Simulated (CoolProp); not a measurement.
Vapour-liquid equilibrium of carbon dioxide (1) + CHF3 (R23) (2) at 3.23 MPa; x and y are mole fractions of (1).

Model: multi-fluid Helmholtz-energy mixture model, Span 1996 and Penoncello 2003; pair parameters Bell 2016, in CoolProp.

```
x     bubble temperature, mixture model (K)  bubble temperature, Raoult's law (K)  y, mixture model  y, Raoult's law
----  -------------------------------------  ------------------------------------  ----------------  ---------------
0.05                                  282.1                                 282.2             0.061            0.068
0.2                                   279.4                                 280.1             0.237            0.258
0.35                                  276.9                                 278.0             0.400            0.429
0.5                                   274.8                                 276.1             0.551            0.582
0.65                                  273.0                                 274.2             0.690            0.722
0.8                                   271.6                                 272.5             0.823            0.848
0.95                                  270.6                                 270.8             0.955            0.964
```

The largest gap from Raoult's law is -1.3 K in bubble temperature, at x = 0.5. No azeotrope shows between x = 0.05 and 0.95.

The pair parameters rest on a limited set of measurements; away from them the model extrapolates.
